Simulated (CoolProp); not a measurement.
A simple Rankine cycle with water: condensing at 315.15 K, boiler at 5.19 MPa, turbine inlet 579.5 K, turbine efficiency 0.6, pump efficiency 0.8, no recuperator. Each further row changes one setting.

Model: reference Helmholtz-energy equation of state, Wagner 2002, in CoolProp.

```json
[
 {"case": "as stated", "thermal efficiency (%)": "21.4", "net work (kJ/kg)": "589", "heat in (kJ/kg)": "2760", "turbine exit temperature (K)": "315.1", "volume ratio over the turbine": "360"},
 {"case": "turbine inlet 599.5 K", "thermal efficiency (%)": "21.5", "net work (kJ/kg)": "605", "heat in (kJ/kg)": "2820", "turbine exit temperature (K)": "315.1", "volume ratio over the turbine": "347"},
 {"case": "condensing temperature 307.15 K", "thermal efficiency (%)": "22.1", "net work (kJ/kg)": "616", "heat in (kJ/kg)": "2790", "turbine exit temperature (K)": "307.1", "volume ratio over the turbine": "539"},
 {"case": "boiler pressure 3.63 MPa", "thermal efficiency (%)": "20.5", "net work (kJ/kg)": "577", "heat in (kJ/kg)": "2810", "turbine exit temperature (K)": "315.1", "volume ratio over the turbine": "246"},
 {"case": "turbine efficiency 0.5", "thermal efficiency (%)": "17.8", "net work (kJ/kg)": "489", "heat in (kJ/kg)": "2760", "turbine exit temperature (K)": "315.1", "volume ratio over the turbine": "377"}
]
```

The expansion ends wet for: as stated; turbine inlet 599.5 K; condensing temperature 307.15 K; boiler pressure 3.63 MPa; turbine efficiency 0.5.
